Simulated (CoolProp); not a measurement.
Vapour-liquid equilibrium of CH2F2 (R32) (1) + R125 (2) at -25.25 °C; x and y are mole fractions of (1).

Model: multi-fluid Helmholtz-energy mixture model, Tillner-Roth 1997 and Lemmon 2005; pair parameters Lemmon 2004, in CoolProp.

| x | bubble pressure, mixture model (kPa) | bubble pressure, Raoult's law (kPa) | y, mixture model | y, Raoult's law |
|---|---|---|---|---|
| 0.05 | 280.6 | 278.7 | 0.064 | 0.059 |
| 0.2 | 294.4 | 287.0 | 0.244 | 0.231 |
| 0.35 | 306.8 | 295.3 | 0.404 | 0.393 |
| 0.5 | 317.3 | 303.6 | 0.547 | 0.546 |
| 0.65 | 325.3 | 311.9 | 0.681 | 0.690 |
| 0.8 | 330.5 | 320.2 | 0.811 | 0.828 |
| 0.95 | 331.9 | 328.5 | 0.949 | 0.958 |

The largest gap from Raoult's law is +4.5 % in bubble pressure, at x = 0.5. y crosses x between x = 0.8 and 0.95: the model has an azeotrope there.

Pair parameters are fitted to limited data, so mixtures are less certain than the pure fluids.
